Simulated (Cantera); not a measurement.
Feed: 1 mol H₂O, 2 mol O₂, held at 750 K and 1.10e7 Pa.

These are equilibrium values from Cantera (NASA tables, ideal gas, pure condensed phases), not measurements of a reactor. Candidate condensed phases: H₂O; 9 gas species. The ideal-gas law is rough above about 30 bar. Equilibrium is a limit: real reactors are often held back by kinetics, nucleation or transport.

Question: What is the equilibrium state?

Answer: 
| Property | Result |
|---|---|
| x(O₂) | 0.667 |
| x(H₂O) | 0.333 |
| gas amount | 3.000 mol |
